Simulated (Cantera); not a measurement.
Charge: 1 mol CH₃Cl, at 3475 K and 23.0 mbar.

Method: chemical equilibrium by Gibbs-energy minimisation in Cantera with the NASA 1993 tables (ideal gas, pure condensed phases). The tables' values for CCl are old estimates; treat these amounts as uncertain. The numbers say what is thermodynamically allowed, not how fast it happens.

```tsv
species	before	after
H₂	0.0289	0.500
HCl	0.0153	0.500
H	0.625	0.000144
C₃	0.0500	<1e-9
C	0.0393	<1e-9
C₂	0.0154	<1e-9
Cl	0.220	0.000115
C₂H	0.00514	<1e-9
C₅	0.000416	<1e-9
CH	0.000232	<1e-9
C₄	0.000200	<1e-9
CCl	3.97e-5	<1e-9
CH₄	<1e-9	1.18e-5
C(graphite), mol	0	1.000
```
Gas species are given as mole fractions.

**Question.** What was changed between the two runs?
A. temperature from 3475 K to 1548.15 K
B. temperature from 3475 K to 3325 K
C. pressure from 23.0 mbar to 0.970 bar
D. pressure from 23.0 mbar to 1.00 bar

**Answer.** A, temperature from 3475 K to 1548.15 K
